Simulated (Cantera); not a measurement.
Feed: 1 mol MgO, 0.067 mol SO3, 0.1 mol O2, 1.2 mol SO2, at 1273 K and 743 Torr.

Equilibrium computed with Cantera from the NASA thermochemical tables; the gas is ideal and each condensed phase is pure. Candidate condensed phases: Mg, MgO, MgS, MgSO4, S; 14 gas species. Mutual solubility and eutectic melting of coexisting phases are not modelled. Equilibrium is a limit: real reactors are often held back by kinetics, nucleation or transport.

Base state: SO2 0.992, SO3 0.00605, O2 0.00173 (mole fractions); condensed: MgO(s) + MgSO4(s).

### Question
What changes in the equilibrium state with this change: temperature from 1273 K to 1775 K?

### Answer
```tsv
species	before	after
SO2	0.992	0.903
O2	0.00173	0.0939
SO3	0.00605	0.00316
O	4.49e-9	2.95e-5
SO	1.12e-7	4.42e-5
MgO(s), mol	0.743	1.00
MgSO4(s), mol	0.257	0
```
